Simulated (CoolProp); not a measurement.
CH3F (R41) along the isobar 39.9 bar: Z from the reference equation and from simpler models built on Tc = 44.1 °C, pc = 59.06 bar, ω = 0.200; each cubic takes its own stable root.

Values from CoolProp's reference Helmholtz-energy equation of state, Lemmon 2006. It is a short technical equation, of lower accuracy than the large ones.

```json
[
 {"T (°C)": "-125.45", "phase": "liquid", "reference": "0.1132"},
 {"T (°C)": "-104.25", "phase": "liquid", "reference": "0.1032"},
 {"T (°C)": "-83.15", "phase": "liquid", "reference": "0.09593"},
 {"T (°C)": "-62.05", "phase": "liquid", "reference": "0.09077"},
 {"T (°C)": "-40.95", "phase": "liquid", "reference": "0.08742"},
 {"T (°C)": "-19.75", "phase": "liquid", "reference": "0.08592"},
 {"T (°C)": "1.35", "phase": "liquid", "reference": "0.08687"},
 {"T (°C)": "22.45", "phase": "liquid", "reference": "0.09323"},
 {"T (°C)": "43.55", "phase": "gas", "reference": "0.6742"},
 {"T (°C)": "64.75", "phase": "gas", "reference": "0.7589"},
 {"T (°C)": "85.85", "phase": "gas", "reference": "0.8121"},
 {"T (°C)": "106.95", "phase": "gas", "reference": "0.8497"},
 {"T (°C)": "128.05", "phase": "gas", "reference": "0.8777"},
 {"T (°C)": "149.25", "phase": "gas", "reference": "0.8993"}
]
```

### Question
How far does each simpler model (Redlich-Kwong, Soave-Redlich-Kwong, Peng-Robinson) lie from the reference over these 14 states: mean and median of the absolute difference, and the worst?

### Answer
- Redlich-Kwong: mean 19.1 %, median 28.4 %, worst +43.1 % at 22.45 °C and 39.9 bar
- Soave-Redlich-Kwong: mean 17.6 %, median 25.9 %, worst +36.5 % at 22.45 °C and 39.9 bar
- Peng-Robinson: mean 8.1 %, median 11.5 %, worst +21.0 % at 22.45 °C and 39.9 bar
